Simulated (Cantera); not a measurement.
Input (Python, Cantera) and output of one run.

```python
import numpy as np
import cantera as ct

gas_names = """
    O2 CL2
""".split()
cond_names = """
    Ca(L) CaCL2(L) CaO(s)
""".split()


def load(file, names, dense=False):
    # The tables refer to 1 bar. Condensed volumes are neglected.
    table = {s.name: s for s in ct.Species.list_from_file(file)}
    out = []
    for n in names:
        d = dict(table[n].input_data)
        d["thermo"] = dict(d["thermo"], **{"reference-pressure": 1e5})
        if dense:
            d["equation-of-state"] = {"model": "constant-volume", "density": "1e6 g/cm^3"}
        out.append(ct.Species.from_dict(d))
    return out


species = {s.name: s for s in load("nasa_gas.yaml", gas_names) + load("nasa_condensed.yaml", cond_names)}
T = 1500
g = {n: (s.thermo.h(T) - T * s.thermo.s(T)) / (ct.gas_constant * T * np.log(10)) for n, s in species.items()}
valid = cond_names  # the entries whose range holds T


def stable(la, lb):
    # potentials (over RT ln 10) of the two non-metals from log10 p(O2) and log10 p(CL2) in bar
    mu = {}
    mu["O"] = (g["O2"] + la) / 2
    mu["Cl"] = (g["CL2"] + lb) / 2
    cost = {}
    for n in valid:
        c = species[n].composition
        cost[n] = (g[n] - sum(c.get(e, 0) * m for e, m in mu.items())) / c["Ca"]
    return min(cost, key=cost.get)


results = []
for lb in [0, -1.9, -3.9, -5.8, -7.7, -9.6, -11.6, -13.5, -15.4, -17.4, -19.3, -21.2, -23.1, -25.1, -27]:
    row = [stable(la, lb) for la in [-29, -27.4, -25.8, -24.3, -22.7, -21.1, -19.5, -17.9, -16.4, -14.8, -13.2, -11.6, -10.1, -8.5, -6.9, -5.3, -3.7, -2.2, -0.6, 1]]
    results.append(row)
    print(f"{lb:6.1f}  " + " ".join(f"{valid.index(n):x}" for n in row))
print("key: " + ", ".join(f"{i:x} {n}" for i, n in enumerate(valid)))
```

It prints:

```
   0.0  1 1 1 1 1 1 1 1 1 1 1 1 1 1 1 1 1 1 1 1
  -1.9  1 1 1 1 1 1 1 1 1 1 1 1 1 1 1 1 1 1 1 1
  -3.9  1 1 1 1 1 1 1 1 1 1 1 1 1 1 1 1 1 1 1 2
  -5.8  1 1 1 1 1 1 1 1 1 1 1 1 1 1 1 1 2 2 2 2
  -7.7  1 1 1 1 1 1 1 1 1 1 1 1 1 1 2 2 2 2 2 2
  -9.6  1 1 1 1 1 1 1 1 1 1 1 2 2 2 2 2 2 2 2 2
 -11.6  1 1 1 1 1 1 1 1 1 2 2 2 2 2 2 2 2 2 2 2
 -13.5  1 1 1 1 1 1 2 2 2 2 2 2 2 2 2 2 2 2 2 2
 -15.4  1 1 1 1 2 2 2 2 2 2 2 2 2 2 2 2 2 2 2 2
 -17.4  1 2 2 2 2 2 2 2 2 2 2 2 2 2 2 2 2 2 2 2
 -19.3  2 2 2 2 2 2 2 2 2 2 2 2 2 2 2 2 2 2 2 2
 -21.2  2 2 2 2 2 2 2 2 2 2 2 2 2 2 2 2 2 2 2 2
 -23.1  2 2 2 2 2 2 2 2 2 2 2 2 2 2 2 2 2 2 2 2
 -25.1  2 2 2 2 2 2 2 2 2 2 2 2 2 2 2 2 2 2 2 2
 -27.0  2 2 2 2 2 2 2 2 2 2 2 2 2 2 2 2 2 2 2 2
key: 0 Ca(L), 1 CaCL2(L), 2 CaO(s)
```

Cantera with NASA thermochemical tables; ideal gases at 1 bar, condensed phases pure. Not in the tables: oxide halides.
